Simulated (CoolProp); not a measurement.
R1336mzz(E) along the isotherm 311.3 K: fugacity coefficient from the reference equation and from simpler models built on Tc = 403.5 K, pc = 2.779 MPa, ω = 0.413; each cubic takes its own stable root.

The numbers come from the reference Helmholtz-energy equation of state, Akasaka 2023 in CoolProp.

```csv
p (MPa),phase,reference
0.018,gas,0.9942
0.0304,gas,0.9902
0.0513,gas,0.9834
0.0866,gas,0.9721
0.146,gas,0.9529
0.247,gas,0.9205
0.416,liquid,0.6555
0.703,liquid,0.3934
1.19,liquid,0.2380
2,liquid,0.1474
3.38,liquid,0.09329
5.7,liquid,0.06192
```

Problem. How far does each simpler model (van der Waals, Soave-Redlich-Kwong, Peng-Robinson) lie from the reference over these 12 states: mean and median of the absolute difference, and the worst?

Solution. 
- van der Waals: mean 76.0 %, median 21.7 %, worst +212.5 % at 311.3 K and 5.7 MPa
- Soave-Redlich-Kwong: mean 1.6 %, median 1.2 %, worst +5.5 % at 311.3 K and 5.7 MPa
- Peng-Robinson: mean 0.2 %, median 0.2 %, worst +0.5 % at 311.3 K and 5.7 MPa

At some of these states van der Waals gives the other phase, because its saturation line lies elsewhere.
